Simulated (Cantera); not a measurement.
A perfectly stirred reactor is fed with CO : O2 : H2O : N2 = 0.006 : 0.033 : 0.053 : 1 (molar parts), equivalence ratio 0.091, at 225 Torr; it is held at 1400 K, and followed from long to short residence time.

Model: GRI-Mech 3.0 (53 species, 325 reactions), integrated in Cantera.

Q: What does this change do: temperature 1400 to 1275 K?

A: 
| quantity | before | after |
|---|---|---|
| x(CO) at τ = 1.90 s | 3.13e-5 | 4.96e-5 |
| x(O2) at τ = 1.90 s | 0.0275 | 0.0276 |
| x(H2O) at τ = 1.90 s | 0.0486 | 0.0486 |
| x(N2O) at τ = 1.90 s | 2.12e-7 | 2.55e-7 |
| x(OH) at τ = 1.90 s | 0.000115 | 7.01e-5 |
| x(CO) at τ = 33.0 ms | 0.000458 | 0.000703 |
| x(O2) at τ = 33.0 ms | 0.0277 | 0.0278 |
| x(H2O) at τ = 33.0 ms | 0.0483 | 0.0484 |
| x(N2O) at τ = 33.0 ms | 1.46e-7 | 1.12e-7 |
| x(OH) at τ = 33.0 ms | 0.000412 | 0.000249 |

Q: What does this change do: 0.027 parts CH4 added?

A: 
```csv
quantity,before,after
x(CO) at τ = 1.90 s,3.13e-5,0.0114
x(O2) at τ = 1.90 s,0.0275,0.000678
x(H2O) at τ = 1.90 s,0.0486,0.0720
x(N2O) at τ = 1.90 s,2.12e-7,5.51e-10
x(OH) at τ = 1.90 s,0.000115,1.45e-6
x(CO) at τ = 33.0 ms,0.000458,0.0168
x(O2) at τ = 33.0 ms,0.0277,0.00707
x(H2O) at τ = 33.0 ms,0.0483,0.0696
x(N2O) at τ = 33.0 ms,1.46e-7,3.87e-9
x(OH) at τ = 33.0 ms,0.000412,8.56e-6
```
The temperature is held fixed by assumption; the heat of reaction is taken as removed at once.
